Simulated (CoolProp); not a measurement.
Vapour-liquid equilibrium of n-pentane (1) + benzene (2) at 0.939 MPa; x and y are mole fractions of (1).

Model: multi-fluid Helmholtz-energy mixture model, Thol 2019 and Thol 2012; pair parameters Bell 2016, in CoolProp.

Give the bubble temperature and the first vapour's composition at x = 0.05, 0.35, 0.55. Is there an azeotrope?

x = 0.05: 442.2 K, y = 0.128; x = 0.35: 419.1 K, y = 0.570; x = 0.55: 409.7 K, y = 0.730. No azeotrope shows between x = 0.05 and 0.95.

Pair parameters are fitted to limited data, so mixtures are less certain than the pure fluids.
